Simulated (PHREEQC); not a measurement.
0.12 g of hydrous ferric oxide (600 m²/g; 0.2 weak and 0.005 strong sites per Fe, Dzombak-Morel constants, diffuse double layer) in 1 kg of water with 0.005 mol/kgw of an inert sodium salt and 3.8e-07 mol/kgw NiCl2 and 0.00031 mol/kgw CaCl2, at 25 °C; the pH is set by adding NaOH or the inert anion's acid. O2 is buffered at 0.21 atm. CO2 from the air is kept out. No solid was allowed to form.

Computed with PHREEQC (ion-association model, wateq4f.dat).

```json
[
 {"pH": "3", "Ni sorbed (%)": "0.0", "Ca sorbed (%)": "0.0", "surface charge σ (C/m²)": "0.308", "surface potential ψ (mV)": "212"},
 {"pH": "3.67", "Ni sorbed (%)": "0.0", "Ca sorbed (%)": "0.0", "surface charge σ (C/m²)": "0.230", "surface potential ψ (mV)": "201"},
 {"pH": "5", "Ni sorbed (%)": "0.2", "Ca sorbed (%)": "0.0", "surface charge σ (C/m²)": "0.096", "surface potential ψ (mV)": "[?]"},
 {"pH": "5.67", "Ni sorbed (%)": "2.7", "Ca sorbed (%)": "0.0", "surface charge σ (C/m²)": "0.055", "surface potential ψ (mV)": "128"},
 {"pH": "6.33", "Ni sorbed (%)": "30.5", "Ca sorbed (%)": "0.0", "surface charge σ (C/m²)": "0.029", "surface potential ψ (mV)": "97"},
 {"pH": "7.67", "Ni sorbed (%)": "98.2", "Ca sorbed (%)": "1.6", "surface charge σ (C/m²)": "0.005", "surface potential ψ (mV)": "28"},
 {"pH": "8.33", "Ni sorbed (%)": "99.5", "Ca sorbed (%)": "6.3", "surface charge σ (C/m²)": "0.000", "surface potential ψ (mV)": "[?]"},
 {"pH": "9", "Ni sorbed (%)": "[?]", "Ca sorbed (%)": "[?]", "surface charge σ (C/m²)": "-0.003", "surface potential ψ (mV)": "[?]"},
 {"pH": "10.33", "Ni sorbed (%)": "99.5", "Ca sorbed (%)": "41.0", "surface charge σ (C/m²)": "-0.004", "surface potential ψ (mV)": "-22"},
 {"pH": "11", "Ni sorbed (%)": "94.1", "Ca sorbed (%)": "42.8", "surface charge σ (C/m²)": "-0.005", "surface potential ψ (mV)": "-24"}
]
```

Question: What belongs in the gaps?

Answer: 
- 5, surface potential ψ (mV): 157
- 8.33, surface potential ψ (mV): -2
- 9, Ni sorbed (%): 99.9
- 9, Ca sorbed (%): 21.2
- 9, surface potential ψ (mV): -16

Along this series the solution becomes supersaturated in solids that the run did not let form, among them Ni(OH)2. The oxide is taken as insoluble; below pH 4 it would dissolve.
